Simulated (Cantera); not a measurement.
Feed: 1 mol trisilylamine, 9.9 mol NH3, 3.5 mol H2, 0.75 mol N2, held at 0.190 bar.

Cantera equilibrium calculation (NASA polynomials, part measured and part estimated; ideal gas, pure solids and liquids). Candidate condensed phases: Si, Si3N4; 18 gas species. The feed counts by its element totals alone. The numbers say what is thermodynamically allowed, not how fast it happens.

Task: At 802 °C, list the 3 most abundant gas species with their mole fractions, and the condensed phases.

Result: H2 0.845, N2 0.155, NH3 2.13e-5. Condensed: Si3N4(s).
